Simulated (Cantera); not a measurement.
A perfectly stirred reactor is fed with C₃H₈ : O₂ : N₂ = 1 : 4.55 : 17.1 (molar parts), equivalence ratio 1.1, at 4.00 bar; it is adiabatic with a 675 K inlet, and is followed from long to short residence time, starting on the burning branch (τ in s: 0.03, 0.016, 0.008, 0.0041, 0.0021, 0.0011, 0.00056, 0.00029, 0.00015, 7.6e-05, 3.9e-05, 2e-05).

Computed with Cantera and GRI-Mech 3.0 (53 species, 325 reactions). GRI-Mech 3.0 was tuned for natural gas; its chemistry of propane as a main component is partial and can be far from experiment.

Task: What does this change do: 1.1 parts H2O added?

Result: 
```tsv
quantity	before	after
blow-out, bracketed by the residence times tried	burning at 20.0 µs, the shortest tried	burning at 20.0 µs, the shortest tried
x(C₃H₈) at τ = 30.0 ms	1.04e-7	1.24e-7
x(O₂) at τ = 30.0 ms	0.00245	0.00174
x(C₂H₆) at τ = 30.0 ms	1.13e-9	1.34e-9
x(H) at τ = 30.0 ms	0.00136	0.00110
x(CH₃) at τ = 30.0 ms	1.02e-6	1.40e-6
x(C₃H₈) at τ = 0.560 ms	3.72e-6	4.27e-6
x(O₂) at τ = 0.560 ms	0.00740	0.00664
x(C₂H₆) at τ = 0.560 ms	4.34e-8	4.95e-8
x(H) at τ = 0.560 ms	0.00339	0.00308
x(CH₃) at τ = 0.560 ms	2.26e-5	2.59e-5
```

Task: What does this change do: 1.6 parts H2O added?

Result: 
```json
[
 {"quantity": "blow-out, bracketed by the residence times tried", "before": "burning at 20.0 µs, the shortest tried", "after": "burning at 20.0 µs, the shortest tried"},
 {"quantity": "x(C₃H₈) at τ = 30.0 ms", "before": "1.04e-7", "after": "1.34e-7"},
 {"quantity": "x(O₂) at τ = 30.0 ms", "before": "0.00245", "after": "0.00150"},
 {"quantity": "x(C₂H₆) at τ = 30.0 ms", "before": "1.13e-9", "after": "1.45e-9"},
 {"quantity": "x(H) at τ = 30.0 ms", "before": "0.00136", "after": "0.000997"},
 {"quantity": "x(CH₃) at τ = 30.0 ms", "before": "1.02e-6", "after": "1.62e-6"},
 {"quantity": "x(C₃H₈) at τ = 0.560 ms", "before": "3.72e-6", "after": "4.55e-6"},
 {"quantity": "x(O₂) at τ = 0.560 ms", "before": "0.00740", "after": "0.00636"},
 {"quantity": "x(C₂H₆) at τ = 0.560 ms", "before": "4.34e-8", "after": "5.21e-8"},
 {"quantity": "x(H) at τ = 0.560 ms", "before": "0.00339", "after": "0.00295"},
 {"quantity": "x(CH₃) at τ = 0.560 ms", "before": "2.26e-5", "after": "2.74e-5"}
]
```

Task: What does this change do: C3H8 1 to 0.75 parts?

Result: 
```tsv
quantity	before	after
blow-out, bracketed by the residence times tried	burning at 20.0 µs, the shortest tried	burning at 20.0 µs, the shortest tried
x(C₃H₈) at τ = 30.0 ms	1.04e-7	1.39e-7
x(O₂) at τ = 30.0 ms	0.00245	0.0340
x(C₂H₆) at τ = 30.0 ms	1.13e-9	7.95e-10
x(H) at τ = 30.0 ms	0.00136	0.000195
x(CH₃) at τ = 30.0 ms	1.02e-6	4.48e-7
x(C₃H₈) at τ = 0.560 ms	3.72e-6	4.90e-6
x(O₂) at τ = 0.560 ms	0.00740	0.0389
x(C₂H₆) at τ = 0.560 ms	4.34e-8	2.91e-8
x(H) at τ = 0.560 ms	0.00339	0.000983
x(CH₃) at τ = 0.560 ms	2.26e-5	1.13e-5
```
